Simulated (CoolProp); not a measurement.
Vapour-liquid equilibrium of R114 (1) + n-pentane (2) at 1.29 MPa; x and y are mole fractions of (1).

Values from CoolProp's multi-fluid Helmholtz-energy mixture model, Platzer 1990 and Thol 2019; pair parameters Bell 2016. This equation is an older, rougher fit; its heat capacities, sound speeds and derivatives of the liquid may be far off and weren't checked against measurements.

| x | bubble temperature (°C) | y at the bubble point | dew temperature at overall composition x (°C) | liquid density (mol/L) |
|---|---|---|---|---|
| 0.05 | 133.8 | 0.103 | 136.1 | 6.716 |
| 0.2 | 122.6 | 0.346 | 129.4 | 6.819 |
| 0.35 | 114.3 | 0.519 | 122.4 | 6.872 |
| 0.5 | 108.0 | 0.649 | 115.2 | 6.897 |
| 0.65 | 103.2 | 0.758 | 108.0 | 6.912 |
| 0.8 | 99.3 | 0.859 | 101.5 | 6.932 |
| 0.95 | 96.2 | 0.963 | 96.5 | 6.967 |

No azeotrope shows between x = 0.05 and 0.95.

Pair parameters are fitted to limited data, so mixtures are less certain than the pure fluids.
